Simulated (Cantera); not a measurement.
An isothermal, constant-pressure homogeneous reactor starts with 3.53 % CH₄, 95.4 % H₂, 1.05 % H, at 2000 K and 20.0 Torr.

Cantera simulation using GRI-Mech 3.0 (53 species, 325 reactions); the numbers are that mechanism's predictions, not measurements. GRI-Mech 3.0 stops at C3 and has no aromatics, soot or wall deposition, so with more carbon than oxygen in the feed, carbon stays in small species such as C2H2 where larger ones or solid carbon would form. Radical loss at walls, strong at low pressure, is not modelled.

x: mole fraction; the columns are a selection and need not sum to one.

```json
[
 {"t (s)": "7.00e-5", "x CH₄": "0.0310", "x H₂": "0.958", "x H": "0.00638", "x C₂H": "1.99e-9", "x CH₂": "2.18e-5", "x CH₃": "0.00403"},
 {"t (s)": "0.000178", "x CH₄": "0.0307", "x H₂": "0.959", "x H": "0.00635", "x C₂H": "?", "x CH₂": "2.15e-5", "x CH₃": "0.00397"},
 {"t (s)": "0.000452", "x CH₄": "0.0299", "x H₂": "0.959", "x H": "0.00625", "x C₂H": "6.26e-8", "x CH₂": "2.06e-5", "x CH₃": "0.00380"},
 {"t (s)": "0.00115", "x CH₄": "0.0281", "x H₂": "0.961", "x H": "0.00606", "x C₂H": "1.87e-7", "x CH₂": "1.87e-5", "x CH₃": "0.00346"},
 {"t (s)": "0.00292", "x CH₄": "0.0244", "x H₂": "0.963", "x H": "0.00586", "x C₂H": "4.20e-7", "x CH₂": "1.60e-5", "x CH₃": "0.00291"},
 {"t (s)": "0.00742", "x CH₄": "0.0182", "x H₂": "0.966", "x H": "0.00593", "x C₂H": "8.14e-7", "x CH₂": "1.30e-5", "x CH₃": "0.00219"},
 {"t (s)": "0.0189", "x CH₄": "0.0104", "x H₂": "0.970", "x H": "0.00646", "x C₂H": "1.41e-6", "x CH₂": "9.67e-6", "x CH₃": "0.00136"},
 {"t (s)": "0.0479", "x CH₄": "0.00422", "x H₂": "0.973", "x H": "0.00744", "x C₂H": "2.10e-6", "x CH₂": "5.70e-6", "x CH₃": "0.000635"},
 {"t (s)": "0.122", "x CH₄": "0.00133", "x H₂": "0.974", "x H": "0.00858", "x C₂H": "2.68e-6", "x CH₂": "2.54e-6", "x CH₃": "0.000231"},
 {"t (s)": "0.310", "x CH₄": "0.000402", "x H₂": "0.973", "x H": "0.00945", "x C₂H": "3.05e-6", "x CH₂": "9.55e-7", "x CH₃": "7.69e-5"},
 {"t (s)": "0.787", "x CH₄": "?", "x H₂": "0.973", "x H": "0.00983", "x C₂H": "3.20e-6", "x CH₂": "?", "x CH₃": "?"},
 {"t (s)": "2.00", "x CH₄": "6.40e-5", "x H₂": "0.973", "x H": "0.00989", "x C₂H": "3.23e-6", "x CH₂": "1.69e-7", "x CH₃": "1.28e-5"}
]
```

Task: Fill in the missing entries.

Result: 
- 0.000178, x C₂H: 1.39e-8
- 0.787, x CH₄: 0.000137
- 0.787, x CH₂: 3.55e-7
- 0.787, x CH₃: 2.73e-5
